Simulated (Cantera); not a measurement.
# NO annealing gas

A perfectly stirred reactor is fed with NO : N₂ = 1 : 2.7 (molar parts), at 1.01 bar; it is held at 2200 K, and followed from long to short residence time.

Computed with Cantera and GRI-Mech 3.0 (53 species, 325 reactions).

| τ (s) | x NO | x NO₂ | x O | x N₂O | x O₂ | x N₂ |
|---|---|---|---|---|---|---|
| 0.46 | 0.0753 | 6.58e-5 | 0.000850 | 3.17e-6 | 0.0970 | 0.827 |
| 0.11 | 0.164 | 0.000108 | 0.000645 | 1.36e-5 | 0.0525 | 0.782 |
| 0.028 | 0.237 | 9.56e-5 | 0.000405 | 2.89e-5 | 0.0162 | 0.746 |
| 0.0070 | 0.262 | 6.93e-5 | 0.000272 | 3.56e-5 | 0.00372 | 0.734 |
| 0.0017 | 0.268 | 5.35e-5 | 0.000208 | 3.57e-5 | 0.000731 | 0.731 |
| 0.00043 | 0.270 | 3.30e-5 | 0.000128 | 3.05e-5 | 9.57e-5 | 0.730 |
| 0.00011 | 0.270 | 9.66e-6 | 4.02e-5 | 1.87e-5 | 5.41e-6 | 0.730 |
x: mole fraction; the columns are a selection and need not sum to one.
